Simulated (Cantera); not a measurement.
A Cantera script and its output.

```python
import numpy as np
import cantera as ct

gas = ct.Solution("gri30.yaml")
gas.TPX = 675, 90000, {'CH4': 1, 'H2': 1.1, 'O2': 3.7, 'N2': 16.3}
flame = ct.FreeFlame(gas, width=0.043)
flame.set_refine_criteria(ratio=3, slope=0.08, curve=0.16)
flame.transport_model = "mixture-averaged"
flame.solve(loglevel=0, auto=True)
flame.transport_model = "multicomponent"
flame.soret_enabled = False
flame.solve(loglevel=0, refine_grid=True)
z, T = flame.grid, flame.T
thick = (T[-1] - T[0]) / np.gradient(T, z).max()
show = ['CH4', 'H2', 'O2', 'NO2', 'CO', 'HCN']
print(f"laminar burning velocity  {flame.velocity[0] * 100:.3f} cm/s")
print(f"burnt temperature         {T[-1]:.1f} K")
print(f"thermal thickness         {thick * 1e3:.4f} mm")
print(f"grid points               {len(z)}")
z0 = z[flame.heat_release_rate.argmax()]
print(f"{'z/mm':>9s}{'T/K':>9s}{'u/(m/s)':>9s}" + "".join(f"{s:>11s}" for s in show))
rows = []
for k in (-3, -2, -1.5, -1, -0.5, -0.25, 0, 0.25, 0.5, 1, 2, 4, 8):
    zz = z0 + k * thick
    rows.append([k * thick, np.interp(zz, z, T), np.interp(zz, z, flame.velocity),
                 *(np.interp(zz, z, flame.X[gas.species_index(s)]) for s in show)])
    print(f"{rows[-1][0] * 1e3:9.3f}{rows[-1][1]:9.1f}{rows[-1][2]:9.3f}" + "".join(f"{x:11.3e}" for x in rows[-1][3:]))
```

Output:

```
laminar burning velocity  150.239 cm/s
burnt temperature         2005.3 K
thermal thickness         0.4044 mm
grid points               135
     z/mm      T/K  u/(m/s)        CH4         H2         O2        NO2         CO        HCN
   -1.213    675.1    1.502  4.528e-02  4.904e-02  1.675e-01  2.965e-12  6.233e-07  8.563e-13
   -0.809    675.9    1.501  4.532e-02  4.748e-02  1.678e-01  4.745e-11  8.390e-06  1.500e-11
   -0.607    678.9    1.505  4.531e-02  4.541e-02  1.680e-01  2.748e-10  4.477e-05  9.880e-11
   -0.404    701.2    1.549  4.463e-02  4.095e-02  1.674e-01  2.060e-09  3.945e-04  1.233e-09
   -0.202    895.9    1.974  3.663e-02  3.174e-02  1.548e-01  3.582e-09  4.956e-03  2.517e-08
   -0.101   1171.3    2.588  2.322e-02  2.532e-02  1.313e-01  2.036e-09  1.374e-02  9.130e-08
    0.000   1478.9    3.280  7.037e-03  1.766e-02  9.741e-02  1.358e-09  2.449e-02  2.344e-07
    0.101   1631.6    3.622  7.750e-04  1.029e-02  7.437e-02  9.255e-10  2.486e-02  2.341e-07
    0.202   1690.3    3.744  4.791e-05  6.752e-03  6.541e-02  1.138e-09  1.969e-02  1.068e-07
    0.404   1760.1    3.881  2.115e-07  5.199e-03  6.007e-02  1.693e-09  1.237e-02  1.505e-08
    0.809   1841.3    4.039  1.673e-11  4.100e-03  5.694e-02  2.648e-09  6.867e-03  3.955e-10
    1.617   1913.7    4.179  5.370e-16  2.571e-03  5.521e-02  4.414e-09  3.981e-03  2.406e-12
    3.235   1964.0    4.276 -1.717e-16  1.275e-03  5.435e-02  7.569e-09  2.073e-03  5.305e-14
```

Model: GRI-Mech 3.0 (53 species, 325 reactions), integrated in Cantera. Burning velocities carry a grid error of a few per cent, more on coarse grids.
